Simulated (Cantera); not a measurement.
Mixture: 19.5 % CH4, 23.0 % O2, 57.4 % N2, at 120000 Pa, adiabatic and at constant pressure. Ignition delay is the time to a rise of 400 K.

Computed with Cantera and GRI-Mech 3.0 (53 species, 325 reactions).

Problem. Predict: delay at 1175 K; delay at 1325 K; delay at 1475 K; delay at 1625 K; delay at 1775 K; apparent activation energy between 1625 and 1775 K.

Solution. 
```json
{
 "delay at 1175 K": "53.5 ms",
 "delay at 1325 K": "7.01 ms",
 "delay at 1475 K": "1.22 ms",
 "delay at 1625 K": "0.288 ms",
 "delay at 1775 K": "92.2 µs",
 "apparent activation energy between 1625 and 1775 K": "180 kJ/mol"
}
```
